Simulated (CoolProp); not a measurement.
Vapour-liquid equilibrium of toluene (1) + o-xylene (2) at 0.73 bar; x and y are mole fractions of (1).

Computed with CoolProp (multi-fluid Helmholtz-energy mixture model, Lemmon 2006 and Zhou 2012; pair parameters Bell 2016).

Problem. Give the bubble temperature and the first vapour's composition at x = 0.05, 0.8, 0.95. Is there an azeotrope?

Solution. x = 0.05: 403.2 K, y = 0.110; x = 0.8: 377.1 K, y = 0.914; x = 0.95: 373.7 K, y = 0.980. No azeotrope shows between x = 0.05 and 0.95.

Pair parameters are fitted to limited data, so mixtures are less certain than the pure fluids.
